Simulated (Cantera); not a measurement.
# Equilibrium for carbothermic reduction: Cu₂O + CH₄ + CO

Input: 1 mol Cu₂O, 2.8 mol CH₄, 0.99 mol CO, equilibrated at 0.230 bar.

Method: chemical equilibrium by Gibbs-energy minimisation in Cantera with the NASA 1993 tables (ideal gas, pure condensed phases). Candidate condensed phases: C, C₆H₆, C₇H₈, C₈H₁₈, Cu, CuO, Cu(OH)₂, Cu₂O, H₂O; 113 gas species. Kinetics and transport are ignored.

```json
[
 {"T (°C)": "1652", "log p H₂": "-0.78", "log p CO": "-1.22", "log p Cu": "-2.68", "log p H": "-3.41", "n C(graphite)": "1.79", "n Cu(l)": "1.93"},
 {"T (°C)": "1702", "log p H₂": "-0.78", "log p CO": "-1.23", "log p Cu": "-2.47", "log p H": "-3.25", "n C(graphite)": "1.79", "n Cu(l)": "1.89"},
 {"T (°C)": "1752", "log p H₂": "-0.78", "log p CO": "-1.23", "log p Cu": "-2.27", "log p H": "-3.11", "n C(graphite)": "1.79", "n Cu(l)": "1.81"},
 {"T (°C)": "1802", "log p H₂": "-0.79", "log p CO": "-1.24", "log p Cu": "-2.07", "log p H": "-2.97", "n C(graphite)": "1.79", "n Cu(l)": "1.71"},
 {"T (°C)": "1852", "log p H₂": "-0.80", "log p CO": "-1.25", "log p Cu": "-1.89", "log p H": "-2.84", "n C(graphite)": "1.78", "n Cu(l)": "1.54"},
 {"T (°C)": "1902", "log p H₂": "-0.81", "log p CO": "-1.26", "log p Cu": "-1.72", "log p H": "-2.72", "n C(graphite)": "1.77", "n Cu(l)": "1.30"},
 {"T (°C)": "1952", "log p H₂": "-0.83", "log p CO": "-1.28", "log p Cu": "-1.55", "log p H": "-2.61", "n C(graphite)": "1.77", "n Cu(l)": "0.923"},
 {"T (°C)": "2002", "log p H₂": "-0.87", "log p CO": "-1.31", "log p Cu": "-1.39", "log p H": "-2.50", "n C(graphite)": "1.76", "n Cu(l)": "0.340"},
 {"T (°C)": "2052", "log p H₂": "-0.88", "log p CO": "-1.32", "log p Cu": "-1.33", "log p H": "-2.40", "n C(graphite)": "1.75", "n Cu(l)": "0"},
 {"T (°C)": "2102", "log p H₂": "-0.89", "log p CO": "-1.33", "log p Cu": "-1.33", "log p H": "-2.29", "n C(graphite)": "1.73", "n Cu(l)": "0"},
 {"T (°C)": "2152", "log p H₂": "-0.89", "log p CO": "-1.33", "log p Cu": "-1.33", "log p H": "-2.19", "n C(graphite)": "1.71", "n Cu(l)": "0"}
]
```
log p: log10 of the partial pressure in bar; n: condensed amount in mol.

From 1652 °C to 2002 °C the condensed part is C(graphite) + Cu(l). From 2052 °C to 2152 °C the condensed part is C(graphite). The main Cu-bearing gas is Cu throughout.
